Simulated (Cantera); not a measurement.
Feed: 1 mol V, 8.4 mol NH₃, 0.35 mol N₂, equilibrated at 21.8 Torr.

Method: chemical equilibrium by Gibbs-energy minimisation in Cantera with the NASA 1993 tables (ideal gas, pure condensed phases). Candidate condensed phases: V, VN; 11 gas species. Condensed phases not in the tables: V₂N, N, O or C dissolved in the metal. The numbers say what is thermodynamically allowed, not how fast it happens.

Q: What share of the V ends up in condensed phases as a function of T (K), at 2175, 2225, 2275, 2325, 2375, 2425, 2475, 2525, 2575, 2625?

A: 
```tsv
T (K)	V condensed (%)	as
2175	98.4	V(s)
2225	97.1	V(l)
2275	94.9	V(l)
2325	91.2	V(l)
2375	85.1	V(l)
2425	75.3	V(l)
2475	59.6	V(l)
2525	34.8	V(l)
2575	0.0	-
2625	0.0	-
```
